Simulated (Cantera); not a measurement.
## Hydrocarbon pyrolysis for carbon deposition

An isothermal, constant-pressure homogeneous reactor starts with CH4 : H2 = 1 : 6 (molar parts), at 1975 K and 1.40 bar.

Model: GRI-Mech 3.0 (53 species, 325 reactions), integrated in Cantera. GRI-Mech 3.0 stops at C3 and has no aromatics, soot or wall deposition, so with more carbon than oxygen in the feed, carbon stays in small species such as C2H2 where larger ones or solid carbon would form.

```
t (s)       x CH4   x H2    x C2H6    x C2H4     x C2H       x H
--------  -------  -----  --------  --------  --------  --------
2.00e-5     0.139  0.857  0.000111  0.000351  9.60e-10  0.000790
5.97e-5     0.132  0.860  0.000153   0.00147   3.18e-8  0.000967
0.000178    0.116  0.870  0.000119   0.00149   1.74e-7  0.000983
0.000532   0.0848  0.888   6.46e-5  0.000982   4.61e-7   0.00102
0.00159    0.0470  0.909   2.05e-5  0.000635   8.16e-7   0.00106
0.00475    0.0203  0.925   4.05e-6  0.000570   1.08e-6   0.00110
0.0142    0.00851  0.931   8.46e-7  0.000589   1.20e-6   0.00112
0.0423    0.00558  0.933   4.54e-7  0.000599   1.23e-6   0.00113
0.126     0.00545  0.933   4.40e-7  0.000599   1.23e-6   0.00113
0.377     0.00545  0.933   4.40e-7  0.000599   1.23e-6   0.00113
1.13      0.00545  0.933   4.40e-7  0.000599   1.23e-6   0.00113
3.36      0.00545  0.933   4.40e-7  0.000599   1.23e-6   0.00113
10.0      0.00545  0.933   4.40e-7  0.000599   1.23e-6   0.00113
30.0      0.00545  0.933   4.40e-7  0.000599   1.23e-6   0.00113
```
x: mole fraction; the columns are a selection and need not sum to one.

Equilibrium at this temperature and pressure: CH4 0.00545, H2 0.933, C2H6 4.40e-7, C2H4 0.000599, C2H 1.23e-6, H 0.00113 (gas phase only).
